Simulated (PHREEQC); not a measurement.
A column of 0.5 m (40 cells, dispersivity 0.018 m, 3600 s a shift, diffusion coefficient 3e-10 m²/s) holds 0.0038 eq of the database's cation exchanger X per kg of pore water, first in equilibrium with 5.2 mmol/kgw MgCl2 and 0.01 mmol/kgw HCl. It is flushed with 0.0005 mol/kgw BaCl2, 0.0013 mol/kgw PbCl2 and 1e-05 mol/kgw HCl, at 25 °C. Values are for the last cell. The system is closed to CO2. Precipitation was switched off in this run.

The series has 34 steps of pore volumes, from 0 to 4.963.

The numbers come from PHREEQC with the ion-association model, phreeqc.dat.

Q: After how many pore volumes does Pb at the outlet first reach half of its feed value?

A: By 2.1 pore volumes.

Q: After how many pore volumes does Ba at the outlet first reach half of its feed value?

A: By 2.0 pore volumes.
